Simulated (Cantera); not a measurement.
An isothermal, constant-pressure homogeneous reactor starts with CH4 : H2O : H2 = 1 : 0.62 : 0.7 (molar parts), at 1598 K and 0.133 bar. Integrator tolerance rtol = 1e-08.

Detailed kinetics in Cantera: GRI-Mech 3.0 (53 species, 325 reactions). GRI-Mech 3.0 stops at C3 and has no aromatics, soot or wall deposition, so with more carbon than oxygen in the feed, carbon stays in small species such as C2H2 where larger ones or solid carbon would form.

Problem. What does this change do: CH4 1 to 0.31 parts?

Solution. 
```tsv
quantity	before	after
x(CH4) at 10.0 s	0.0185 (gas-phase equilibrium 0.00623)	0.0147 (gas-phase equilibrium 9.94e-9)
x(H2O) at 10.0 s	0.0754 (gas-phase equilibrium 3.17e-7)	0.204 (gas-phase equilibrium 0.130)
x(H2) at 10.0 s	0.729 (gas-phase equilibrium 0.790)	0.671 (gas-phase equilibrium 0.732)
x(HO2) at 10.0 s	<1e-12 (gas-phase equilibrium <1e-12)	<1e-12 (gas-phase equilibrium <1e-12)
x(CH2CO) at 10.0 s	7.33e-6 (gas-phase equilibrium 4.91e-8)	5.99e-6 (gas-phase equilibrium <1e-12)
x(OH) at 10.0 s	4.98e-7 (gas-phase equilibrium 2.04e-12)	1.41e-6 (gas-phase equilibrium 8.68e-7)
```

Problem. What does this change do: temperature 1598 to 1875 K?

Solution. 
| quantity | before | after |
|---|---|---|
| x(CH4) at 10.0 s | 0.0185 (gas-phase equilibrium 0.00623) | 0.000696 (gas-phase equilibrium 0.000696) |
| x(H2O) at 10.0 s | 0.0754 (gas-phase equilibrium 3.17e-7) | 2.41e-7 (gas-phase equilibrium 2.38e-7) |
| x(H2) at 10.0 s | 0.729 (gas-phase equilibrium 0.790) | 0.792 (gas-phase equilibrium 0.792) |
| x(HO2) at 10.0 s | <1e-12 (gas-phase equilibrium <1e-12) | <1e-12 (gas-phase equilibrium <1e-12) |
| x(CH2CO) at 10.0 s | 7.33e-6 (gas-phase equilibrium 4.91e-8) | 2.87e-8 (gas-phase equilibrium 2.87e-8) |
| x(OH) at 10.0 s | 4.98e-7 (gas-phase equilibrium 2.04e-12) | 3.81e-11 (gas-phase equilibrium 3.76e-11) |
